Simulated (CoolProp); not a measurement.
Values from CoolProp's reference Helmholtz-energy equation of state, Setzmann 1991.

Q: For methane, give the phase and the cp (kJ/(kg K)), speed of sound (m/s), isothermal compressibility (1/MPa), conductivity (mW/(m K)) at 157.8 K and 2.46 MPa; 157.8 K and 5.75 MPa; 157.8 K and 10.7 MPa.

A: 
- 157.8 K and 2.46 MPa: liquid; cp 4.21, speed of sound 851, isothermal compressibility 0.00886, conductivity 120
- 157.8 K and 5.75 MPa: liquid; cp 3.95, speed of sound 926, isothermal compressibility 0.00684, conductivity 127
- 157.8 K and 10.7 MPa: liquid; cp 3.72, speed of sound 1010, isothermal compressibility 0.00518, conductivity 135

Thermal conductivity comes from a separate model (Friend 1989).
